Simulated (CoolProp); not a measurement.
Properties of methane along the isotherm 96.8 K.

Model: reference Helmholtz-energy equation of state, Setzmann 1991, in CoolProp.

```
p (MPa)   phase        Z  speed of sound (m/s)  isothermal compressibility (1/MPa)  viscosity (µPa s)  conductivity (mW/(m K))
-------  ------  -------  --------------------  ----------------------------------  -----------------  -----------------------
0.719    liquid  0.03230                  1487                            0.001618                172                      204
1.44     liquid  0.06461                  1493                            0.001601                173                      205
2.16     liquid  0.09680                  1498                            0.001584                175                      206
2.87     liquid   0.1285                  1503                            0.001568                176                      206
3.59     liquid   0.1605                  1508                            0.001552                177                      207
4.31     liquid   0.1925                  1514                            0.001537                179                      208
5.03     liquid   0.2244                  1519                            0.001521                180                      208
5.75     liquid   0.2563                  1524                            0.001507                182                      209
6.47     liquid   0.2880                  1529                            0.001492                183                      210
7.19     liquid   0.3197                  1534                            0.001478                185                      210
7.9      liquid   0.3509                  1539                            0.001464                186                      211
8.62     liquid   0.3825                  1543                            0.001451                187                      212
9.34     liquid   0.4141                  1548                            0.001437                189                      212
10.1     liquid   0.4473                  1553                            0.001424                190                      213
10.8     liquid   0.4778                  1558                            0.001411                192                      214
11.5     liquid   0.5082                  1562                            0.001399                193                      214
```

Viscosity comes from a separate model (Quiñones-Cisneros 2006). Thermal conductivity comes from a separate model (Friend 1989).
